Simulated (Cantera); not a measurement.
# Stirred combustor or abatement burner

A perfectly stirred reactor is fed with 8.93 % CH4, 0.375 % CO, 16.4 % O2, 61.7 % N2, 12.5 % CO2, at 0.316 atm; it is adiabatic with a 700 K inlet, and is followed from long to short residence time, starting on the burning branch (τ in s: 0.031, 0.017, 0.0091, 0.0049, 0.0026, 0.0014, 0.00075, 0.0004, 0.00022, 0.00012, 6.3e-05, 3.4e-05).

Computed with Cantera and GRI-Mech 3.0 (53 species, 325 reactions).

| τ (s) | T (K) | x CH4 | x CO | x O2 | x CO2 | x H2O | x H2O2 | x NO2 |
|---|---|---|---|---|---|---|---|---|
| 0.031 | 2048 | 1.74e-5 | 0.0445 | 0.00969 | 0.167 | 0.160 | 4.55e-8 | 1.23e-8 |
| 0.017 | 2012 | 2.72e-5 | 0.0473 | 0.0116 | 0.164 | 0.158 | 5.67e-8 | 8.25e-9 |
| 0.0091 | 1972 | 4.43e-5 | 0.0503 | 0.0136 | 0.160 | 0.156 | 7.16e-8 | 5.51e-9 |
| 0.0049 | 1930 | 7.36e-5 | 0.0530 | 0.0156 | 0.157 | 0.154 | 8.98e-8 | 3.80e-9 |
| 0.0026 | 1889 | 0.000128 | 0.0555 | 0.0176 | 0.154 | 0.151 | 1.12e-7 | 2.69e-9 |
| 0.0014 | 1852 | 0.000228 | 0.0577 | 0.0196 | 0.151 | 0.149 | 1.36e-7 | 1.99e-9 |
| 0.00075 | 1817 | 0.000430 | 0.0599 | 0.0219 | 0.148 | 0.147 | 1.60e-7 | 1.53e-9 |
| 0.00040 | 1781 | 0.000888 | 0.0625 | 0.0254 | 0.144 | 0.144 | 1.85e-7 | 1.25e-9 |
| 0.00022 | 1722 | 0.00245 | 0.0668 | 0.0337 | 0.137 | 0.139 | 2.32e-7 | 1.20e-9 |
| 0.00012 | 700 | 0.0893 | 0.00375 | 0.164 | 0.125 | <1e-12 | <1e-12 | <1e-12 |
| 6.3e-5 | 700 | 0.0893 | 0.00375 | 0.164 | 0.125 | <1e-12 | <1e-12 | <1e-12 |
| 3.4e-5 | 700 | 0.0893 | 0.00375 | 0.164 | 0.125 | <1e-12 | <1e-12 | <1e-12 |
x: mole fraction; the columns are a selection and need not sum to one.
